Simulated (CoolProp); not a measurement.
Vapour-liquid equilibrium of C3F8 (R218) (1) + R134a (2) at 1.31 MPa; x and y are mole fractions of (1).

The numbers come from the multi-fluid Helmholtz-energy mixture model, Lemmon 2006 and Tillner-Roth 1994; pair parameters Bell 2016 in CoolProp.

```tsv
x	bubble temperature, mixture model (°C)	bubble temperature, Raoult's law (°C)	y, mixture model	y, Raoult's law
0.05	46.3	49.3	0.106	0.061
0.15	41.4	48.4	0.260	0.179
0.25	38.4	47.5	0.365	0.291
0.35	36.4	46.6	0.444	0.400
0.45	35.3	45.8	0.510	0.503
0.55	34.7	44.9	0.573	0.603
0.65	34.6	44.0	0.638	0.698
0.75	35.2	43.2	0.712	0.789
0.85	36.5	42.4	0.803	0.876
0.95	39.2	41.5	0.924	0.960
```

The largest gap from Raoult's law is -10.5 K in bubble temperature, at x = 0.45. y crosses x between x = 0.55 and 0.65: the model has an azeotrope there.

Pair parameters are fitted to limited data, so mixtures are less certain than the pure fluids.
